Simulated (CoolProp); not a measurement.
Vapour-liquid equilibrium of benzene (1) + dimethyl carbonate (2) at 0.311 bar; x and y are mole fractions of (1).

Model: multi-fluid Helmholtz-energy mixture model, Thol 2012 and Zhou 2011; pair parameters Bell 2016, in CoolProp.

```csv
x,bubble temperature (K),y at the bubble point,dew temperature at overall composition x (K),liquid density (mol/L)
0.05,328.8,___,329.5,11.31
0.2,325.6,0.325,327.4,11.24
0.35,323.4,___,325.3,11.18
0.5,___,___,323.2,11.10
0.65,320.6,0.722,321.3,11.04
0.8,319.8,0.832,___,10.97
0.95,319.3,0.954,319.3,10.91
```

Question: Fill in the missing entries.

Answer: 
- 0.05, y at the bubble point: 0.100
- 0.35, y at the bubble point: 0.484
- 0.5, bubble temperature (K): 321.8
- 0.5, y at the bubble point: 0.610
- 0.8, dew temperature at overall composition x (K): 320.0

No azeotrope shows between x = 0.05 and 0.95.

Pair parameters are fitted to limited data, so mixtures are less certain than the pure fluids.
